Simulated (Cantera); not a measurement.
An isothermal, constant-pressure homogeneous reactor starts with NH3 : H2 = 1 : 23 (molar parts), at 2225 K and 0.120 bar.

Detailed kinetics in Cantera: the gas-phase N/H chemistry of the illustrative SiF4/NH3 mechanism in the Surface Chemkin manual (1991). Walls and surfaces, which speed up NH3 decomposition in real reactors, are not modelled.

x: mole fraction; the columns are a selection and need not sum to one.

```json
[
 {"t (s)": "9.00e-5", "x NH3": "0.0417", "x H2": "0.958", "x NH2": "1.32e-5", "x NH": "3.08e-8", "x N": "1.66e-10"},
 {"t (s)": "0.000288", "x NH3": "0.0416", "x H2": "0.958", "x NH2": "4.16e-5", "x NH": "3.17e-7", "x N": "___"},
 {"t (s)": "0.000924", "x NH3": "0.0415", "x H2": "0.957", "x NH2": "0.000131", "x NH": "3.16e-6", "x N": "___"},
 {"t (s)": "0.00296", "x NH3": "0.0406", "x H2": "0.956", "x NH2": "0.000334", "x NH": "2.09e-5", "x N": "___"},
 {"t (s)": "0.00949", "x NH3": "0.0343", "x H2": "0.959", "x NH2": "0.000357", "x NH": "2.84e-5", "x N": "5.22e-6"},
 {"t (s)": "0.0304", "x NH3": "0.0186", "x H2": "0.966", "x NH2": "0.000243", "x NH": "2.44e-5", "x N": "___"},
 {"t (s)": "0.0974", "x NH3": "0.00133", "x H2": "0.969", "x NH2": "4.35e-5", "x NH": "1.10e-5", "x N": "___"},
 {"t (s)": "0.312", "x NH3": "2.12e-5", "x H2": "0.962", "x NH2": "1.26e-6", "x NH": "5.84e-7", "x N": "___"},
 {"t (s)": "1.00", "x NH3": "4.08e-6", "x H2": "0.962", "x NH2": "2.44e-7", "x NH": "1.13e-7", "x N": "___"}
]
```

What belongs in the gaps?


- 0.000288, x N: 5.57e-9
- 0.000924, x N: 1.76e-7
- 0.00296, x N: 3.02e-6
- 0.0304, x N: 5.65e-6
- 0.0974, x N: 6.37e-6
- 0.312, x N: 6.22e-7
- 1.00, x N: 1.20e-7
